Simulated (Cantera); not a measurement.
A freely propagating, adiabatic, planar premixed flame of 18.1 % H2, 14.1 % O2, 67.8 % N2, unburnt at 500 K and 5.00 bar; mixture-averaged transport, grid criteria slope 0.08 and curve 0.16, no radiation.

Model: the H2/O2 subset of GRI-Mech 3.0, which has no nitrogen chemistry, integrated in Cantera. The hydrogen kinetics of GRI-Mech 3.0 are dated; newer H2 mechanisms differ, most at raised pressure. Burning velocities carry a grid error of a few per cent, more on coarse grids. Lean hydrogen flames are cellular in practice and burn faster than this planar one.

x: mole fraction of selected species; z is measured from the peak of heat release.

```json
[
 {"z (mm)": "-0.266", "T (K)": "501", "u (m/s)": "0.829", "x H2": "0.176", "x O2": "0.142", "x HO2": "1.67e-7", "x OH": "<1e-8", "x H": "<1e-8", "x O": "<1e-8"},
 {"z (mm)": "-0.177", "T (K)": "504", "u (m/s)": "0.827", "x H2": "0.168", "x O2": "0.143", "x HO2": "1.22e-6", "x OH": "<1e-8", "x H": "<1e-8", "x O": "<1e-8"},
 {"z (mm)": "-0.133", "T (K)": "512", "u (m/s)": "0.830", "x H2": "0.158", "x O2": "0.145", "x HO2": "5.19e-6", "x OH": "<1e-8", "x H": "<1e-8", "x O": "<1e-8"},
 {"z (mm)": "-0.0886", "T (K)": "549", "u (m/s)": "0.871", "x H2": "[?]", "x O2": "0.147", "x HO2": "[?]", "x OH": "<1e-8", "x H": "<1e-8", "x O": "[?]"},
 {"z (mm)": "-0.0443", "T (K)": "773", "u (m/s)": "1.19", "x H2": "0.0879", "x O2": "0.139", "x HO2": "0.000420", "x OH": "1.42e-5", "x H": "1.07e-5", "x O": "7.68e-6"},
 {"z (mm)": "-0.0222", "T (K)": "1061", "u (m/s)": "1.61", "x H2": "0.0573", "x O2": "0.120", "x HO2": "0.000492", "x OH": "0.000299", "x H": "0.000351", "x O": "0.000178"},
 {"z (mm)": "0", "T (K)": "1365", "u (m/s)": "2.07", "x H2": "0.0296", "x O2": "0.0942", "x HO2": "0.000277", "x OH": "0.00140", "x H": "0.00154", "x O": "0.00104"},
 {"z (mm)": "0.0222", "T (K)": "1563", "u (m/s)": "2.37", "x H2": "0.0129", "x O2": "0.0749", "x HO2": "0.000154", "x OH": "0.00306", "x H": "0.00201", "x O": "0.00183"},
 {"z (mm)": "0.0443", "T (K)": "1667", "u (m/s)": "2.52", "x H2": "0.00602", "x O2": "0.0663", "x HO2": "9.47e-5", "x OH": "0.00393", "x H": "0.00149", "x O": "0.00180"},
 {"z (mm)": "0.0886", "T (K)": "1754", "u (m/s)": "2.65", "x H2": "0.00210", "x O2": "0.0618", "x HO2": "4.35e-5", "x OH": "0.00361", "x H": "0.000534", "x O": "0.00103"},
 {"z (mm)": "0.177", "T (K)": "1796", "u (m/s)": "2.71", "x H2": "0.000595", "x O2": "0.0609", "x HO2": "1.39e-5", "x OH": "0.00221", "x H": "8.92e-5", "x O": "0.000326"},
 {"z (mm)": "0.354", "T (K)": "1809", "u (m/s)": "2.73", "x H2": "0.000136", "x O2": "0.0609", "x HO2": "3.64e-6", "x OH": "0.00115", "x H": "1.06e-5", "x O": "8.13e-5"},
 {"z (mm)": "0.709", "T (K)": "1813", "u (m/s)": "2.73", "x H2": "[?]", "x O2": "0.0610", "x HO2": "[?]", "x OH": "[?]", "x H": "[?]", "x O": "[?]"}
]
```

Question: What belongs in the gaps?

Answer: 
- -0.0886, x H2: 0.135
- -0.0886, x HO2: 3.66e-5
- -0.0886, x O: 3.38e-8
- 0.709, x H2: 4.10e-5
- 0.709, x HO2: 1.45e-6
- 0.709, x OH: 0.000681
- 0.709, x H: 2.04e-6
- 0.709, x O: 2.79e-5
